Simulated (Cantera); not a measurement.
Input: 1 mol Cr2O3, 59 mol H2, 2.2 mol N2, held at 1375 K and 1.33 mbar.

Equilibrium computed with Cantera from the NASA thermochemical tables; the gas is ideal and each condensed phase is pure. Candidate condensed phases: Cr, CrN, Cr2N, Cr2O3, H2O; 29 gas species. Mutual solubility and eutectic melting of coexisting phases are not modelled. Equilibrium is a limit: real reactors are often held back by kinetics, nucleation or transport.

Base state: H2 0.963, N2 0.0359, H2O 0.000484, H 9.21e-5, Cr 2.53e-5 (mole fractions); condensed: Cr(s) + Cr2O3(s).

Question: What changes in the equilibrium state with this change: temperature from 1375 K to 1848.15 K?

Answer: 
```tsv
species	before	after
H2	0.963	0.905
N2	0.0359	0.0350
H2O	0.000484	0.0275
Cr	2.53e-5	0.0183
H	9.21e-5	0.0138
CrO	3.01e-9	0.000311
OH	<1e-9	3.09e-5
Cr(s), mol	0.0182	0
Cr2O3(s), mol	0.990	0.417
```
